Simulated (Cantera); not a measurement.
**Premixed flame**

A freely propagating, adiabatic, planar premixed flame of H2 : O2 : N2 = 1 : 0.781 : 2.27 (molar parts), unburnt at 650 K and 0.987 atm; mixture-averaged transport, grid criteria slope 0.08 and curve 0.16, no radiation.

Computed with Cantera and the H2/O2 subset of GRI-Mech 3.0, which has no nitrogen chemistry. Burning velocities carry a grid error of a few per cent, more on coarse grids. Lean hydrogen flames are cellular in practice and burn faster than this planar one.

| z (mm) | T (K) | u (m/s) | x H2 | x O2 | x H2O2 | x H2O | x O | x HO2 |
|---|---|---|---|---|---|---|---|---|
| -1.27 | 650 | 7.57 | 0.247 | 0.193 | <1e-8 | <1e-8 | <1e-8 | <1e-8 |
| -0.848 | 650 | 7.57 | 0.247 | 0.193 | <1e-8 | <1e-8 | <1e-8 | <1e-8 |
| -0.636 | 650 | 7.57 | 0.247 | 0.193 | <1e-8 | <1e-8 | <1e-8 | 3.00e-8 |
| -0.424 | 650 | 7.57 | 0.247 | 0.193 | <1e-8 | 4.00e-7 | <1e-8 | 1.40e-6 |
| -0.212 | 669 | 7.74 | 0.241 | 0.193 | 4.22e-6 | 0.00108 | 1.48e-5 | 0.000266 |
| -0.106 | 862 | 9.73 | 0.205 | 0.189 | 1.39e-5 | 0.0202 | 0.000556 | 0.000222 |
| 0 | 1267 | 13.8 | 0.108 | 0.150 | 8.35e-6 | 0.106 | 0.00775 | 0.000117 |
| 0.106 | 1569 | 16.9 | 0.0386 | 0.0993 | 3.78e-6 | 0.189 | 0.0178 | 6.53e-5 |
| 0.212 | 1723 | 18.5 | 0.0249 | 0.0855 | 2.03e-6 | 0.212 | 0.0195 | 4.61e-5 |
| 0.424 | 1886 | 20.0 | 0.0208 | 0.0810 | 1.06e-6 | 0.225 | 0.0168 | 3.18e-5 |
| 0.848 | 2046 | 21.5 | 0.0165 | 0.0785 | 6.14e-7 | 0.237 | 0.0126 | 2.03e-5 |
| 1.70 | 2184 | 22.7 | 0.0114 | 0.0772 | 4.13e-7 | 0.250 | 0.00820 | 1.22e-5 |
| 3.39 | 2288 | 23.6 | 0.00669 | 0.0769 | 3.33e-7 | 0.260 | 0.00467 | 8.30e-6 |
x: mole fraction of selected species; z is measured from the peak of heat release.

- laminar burning velocity: 757 cm/s
- thermal thickness: 0.424 mm
- peak x(H2O2): 1.39e-5
- peak x(O): 0.0195
- peak x(HO2): 0.000311
- grid points: 130
